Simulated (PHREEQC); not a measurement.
Model water analysis in mmol/kgw, 25 °C, pH 7.03, pe -1.8: Na 0.747; K 0.337; Ca 0.138; Mg 0.298; Cl 0.647; S(6) 0.528; Alkalinity (meq/kgw) 0.205; Zn 0.00524.

Valence states are taken as typed.

Computed with PHREEQC (ion-association model, wateq4f.dat).

- ionic strength: 0.00278 mol/kgw
- charge-balance error: 1.6 %

```csv
species,molality,activity,log γ
Na+,0.000745,0.000704,-0.025
Cl-,0.000647,0.000610,-0.025
SO4-2,0.000497,0.000395,-0.099
K+,0.000336,0.000317,-0.025
Mg+2,0.000277,0.000221,-0.098
HCO3-,0.000204,0.000192,-0.025
Ca+2,0.000130,0.000103,-0.099
CO2,4.03e-5,4.03e-5,0.000
MgSO4,2.05e-5,2.05e-5,0.000
CaSO4,8.14e-6,8.14e-6,0.000
Zn+2,4.67e-6,3.73e-6,-0.097
NaSO4-,1.48e-6,1.39e-6,-0.025
KSO4-,9.32e-7,8.80e-7,-0.025
```

This is a speciation only: nothing precipitates in the calculation. Complexes and solids missing from the database can't appear.
